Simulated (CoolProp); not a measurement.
Computed with CoolProp (reference Helmholtz-energy equation of state, Lemmon 2006). It is a short technical equation, of lower accuracy than the large ones.

Problem. Give the vapour pressure (MPa), vapour density (kg/m³), enthalpy of vaporisation (kJ/kg), liquid viscosity (µPa s) of saturated C3F8 (R218) at -27.45, 12.25, 28.15 °C.

Solution. 
```json
[
 {"T (°C)": "-27.45", "p (MPa)": "0.152", "vapour density (kg/m³)": "15.0", "enthalpy of vaporisation (kJ/kg)": "102", "liquid viscosity (µPa s)": "374"},
 {"T (°C)": "12.25", "p (MPa)": "0.606", "vapour density (kg/m³)": "58.5", "enthalpy of vaporisation (kJ/kg)": "83.5", "liquid viscosity (µPa s)": "203"},
 {"T (°C)": "28.15", "p (MPa)": "0.943", "vapour density (kg/m³)": "94.1", "enthalpy of vaporisation (kJ/kg)": "73.9", "liquid viscosity (µPa s)": "159"}
]
```

Viscosity comes from a separate model (Huber 2003), an estimate that may be off by 10 % or more.
